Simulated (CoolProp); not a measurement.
The fluid at 293.15 K and 0.929 MPa is throttled through a valve to 0.0693 MPa with no heat exchange. The same conditions are run with several fluids, on thermodynamics alone (safety and materials aside).

Values from CoolProp's reference Helmholtz-energy equation of state of each fluid (R152A: Outcalt 1996; octamethyltrisiloxane (MDM): Thol 2017; cyclohexane: Zhou 2014; R245fa: Akasaka 2015; n-butane: Bücker 2006).

```csv
fluid,temperature change (K),final phase,final density (kg/m³)
R152A,-52.3,(withheld),(withheld)
octamethyltrisiloxane (MDM),+0.4,liquid,(withheld)
cyclohexane,+0.4,liquid,(withheld)
R245fa,(withheld),(withheld),(withheld)
n-butane,(withheld),"two-phase, vapour fraction 0.180",10.4
```

### Question
Some entries are withheld; supply them.

### Answer

- R152A, final phase: two-phase, vapour fraction 0.261
- R152A, final density (kg/m³): 8.98
- octamethyltrisiloxane (MDM), final density (kg/m³): 820
- cyclohexane, final density (kg/m³): 778
- R245fa, temperature change (K): -14.1
- R245fa, final phase: two-phase, vapour fraction 0.091
- R245fa, final density (kg/m³): 44.0
- n-butane, temperature change (K): -30.1
